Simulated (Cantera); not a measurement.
## Adiabatic ignition

An adiabatic, constant-pressure homogeneous reactor starts with 4.19 % CH4, 0.829 % C2H6, 19.9 % O2, 75.1 % N2, equivalence ratio 0.57, at 1198 K and 1.01 bar.

Computed with Cantera and GRI-Mech 3.0 (53 species, 325 reactions).

```csv
t (s),T (K),x CH4,x C2H6,x O2,x HCO,x C2H2,x CH3,x H
3.00e-6,1198,0.0419,0.00829,0.199,<1e-12,<1e-12,4.82e-8,2.65e-11
7.27e-6,1198,0.0419,0.00829,0.199,<1e-12,<1e-12,1.16e-7,6.16e-11
1.76e-5,1198,0.0419,0.00829,0.199,<1e-12,<1e-12,2.80e-7,1.62e-10
4.28e-5,1198,0.0419,0.00829,0.199,<1e-12,<1e-12,6.68e-7,4.16e-10
0.000104,1198,0.0419,0.00829,0.199,<1e-12,<1e-12,1.55e-6,1.08e-9
0.000251,1198,0.0419,0.00828,0.199,<1e-12,2.38e-12,3.40e-6,3.42e-9
0.000609,1198,0.0419,0.00828,0.199,6.09e-12,6.71e-11,6.92e-6,1.74e-8
0.00148,1199,0.0418,0.00814,0.199,8.80e-10,1.11e-8,2.63e-5,3.26e-7
0.00358,2297,<1e-12,<1e-12,0.0849,2.63e-10,<1e-12,<1e-12,0.000466
0.00868,2313,<1e-12,<1e-12,0.0845,1.37e-10,<1e-12,<1e-12,0.000293
0.0211,2311,<1e-12,<1e-12,0.0839,1.34e-10,<1e-12,<1e-12,0.000289
0.0510,2307,<1e-12,<1e-12,0.0828,1.29e-10,<1e-12,<1e-12,0.000280
0.124,2301,<1e-12,<1e-12,0.0812,1.22e-10,<1e-12,<1e-12,0.000269
0.300,2298,<1e-12,<1e-12,0.0804,1.18e-10,<1e-12,<1e-12,0.000263
```
x: mole fraction; the columns are a selection and need not sum to one.

```json
{
  "time_of_steepest_temperature_rise": "2.87 ms",
  "temperature at 0.300 s": "2298 K",
  "equilibrium_temperature": "2298 K",
  "x(CH4) at 0.300 s": "<1e-12 (gas-phase equilibrium <1e-12)",
  "x(C2H6) at 0.300 s": "<1e-12 (gas-phase equilibrium <1e-12)",
  "x(O2) at 0.300 s": "0.0804 (gas-phase equilibrium 0.0803)"
}
```
